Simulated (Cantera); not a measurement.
**Equilibrium for tantalum, niobium, vanadium and zirconium in process gases: Ta(OEt)5 + CO2 + H2**

Feed: 1 mol Ta(OEt)5, 1.2 mol CO2, 260 mol H2, equilibrated at 0.713 Torr.

Cantera equilibrium calculation (NASA polynomials, part measured and part estimated; ideal gas, pure solids and liquids). Candidate condensed phases: C, C6H6, C7H8, C8H18, H2O, Ta, TaC, Ta2O5; 113 gas species. The feed counts by its element totals alone. TaC: taken at fixed stoichiometry. Condensed phases not in the tables: Ta2C. Kinetics and transport are ignored.

```tsv
T (K)	x H2	x H	x CO	x C2H2 (acetylene)	x C3	n C(graphite)	n TaC(s)
1998	0.924	0.0500	0.0258	0.000700	2.78e-8	2.40	1.00
2098	0.880	0.0937	0.0252	0.00126	2.91e-7	2.06	1.00
2198	0.811	0.163	0.0243	0.00206	2.44e-6	1.53	1.00
2298	0.712	0.262	0.0230	0.00305	1.70e-5	0.777	1.00
2398	0.584	0.391	0.0213	0.00370	8.76e-5	0	1.00
2498	0.440	0.537	0.0193	0.00292	0.000246	0	1.000
2598	0.301	0.678	0.0174	0.00184	0.000531	0	1.000
```
x: gas mole fraction; n: condensed amount in mol.

From 1998 K to 2298 K the condensed part is C(graphite) + TaC(s). From 2398 K to 2598 K the condensed part is TaC(s).
